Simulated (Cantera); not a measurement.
## Chlorosilane synthesis and conversion: SiCl₄ + H₂

A closed system holds: 1 mol SiCl₄, 7.4 mol H₂, equilibrated at 75.0 Torr.

Method: chemical equilibrium by Gibbs-energy minimisation in Cantera with the NASA 1993 tables (ideal gas, pure condensed phases). Candidate condensed phases: Si; 19 gas species. The tables' values for SiCl₃, SiCl are old estimates; treat these amounts as uncertain. Kinetics and transport are ignored.

```csv
T (K),log p H₂,log p HCl,log p SiCl₄,log p SiCl₂,log p SiHCl₃,log p SiCl₃,n Si(s)
500,-1.06,-4.39,-1.93,<-13,-4.39,-11.23,0
600,-1.06,-3.77,-1.93,-12.41,-3.77,-8.74,0
700,-1.06,-3.34,-1.94,-9.50,-3.35,-6.98,0
800,-1.06,-3.03,-1.96,-7.32,-3.04,-5.66,0
900,-1.06,-2.79,-1.99,-5.65,-2.81,-4.66,0
1000,-1.07,-2.59,-2.03,-4.35,-2.65,-3.88,0
1100,-1.08,-2.39,-2.08,-3.40,-2.60,-3.31,0.00115
1200,-1.09,-2.14,-2.17,-2.83,-2.68,-2.97,0.0190
1300,-1.11,-1.96,-2.36,-2.41,-2.85,-2.77,0
1400,-1.13,-1.81,-2.67,-2.20,-3.14,-2.75,0
1500,-1.15,-1.74,-3.11,-2.08,-3.51,-2.85,0
1600,-1.16,-1.70,-3.61,-2.03,-3.91,-3.01,0
```
log p: log10 of the partial pressure in bar; n: condensed amount in mol.

From 500 K to 1000 K nothing is condensed. From 1100 K to 1200 K the condensed part is Si(s). From 1300 K to 1600 K nothing is condensed. The main Si-bearing gas is SiCl₄ at 500 K and SiCl₂ at 1600 K.
